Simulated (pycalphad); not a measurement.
CALPHAD calculation (pycalphad, COST 507 light-alloy database (1999)), 1 atm. The database dates from 1999; later assessments differ in places, in temperatures and in the compounds included. Kinetics are ignored, which matters at the lower temperatures.

# Ti-1.86Si (at.%): equilibrium cooling sequence

```json
[
 {"T (K)": "1907.9", "phases above": "liquid", "phases below": "bcc + liquid"},
 {"T (K)": "1735.8", "phases above": "bcc + liquid", "phases below": "bcc"},
 {"T (K)": "1245.0", "phases above": "bcc", "phases below": "bcc + SITI3"},
 {"T (K)": "1137 ± 3", "phases above": "bcc + SITI3", "phases below": "hcp + SITI3"}
]
```

Changes were sought between steps of 40 K, so a narrower field can be missed.

Database names, with the compositions (at.%) that they take in these runs: SITI3: Ti 75 Si 25.
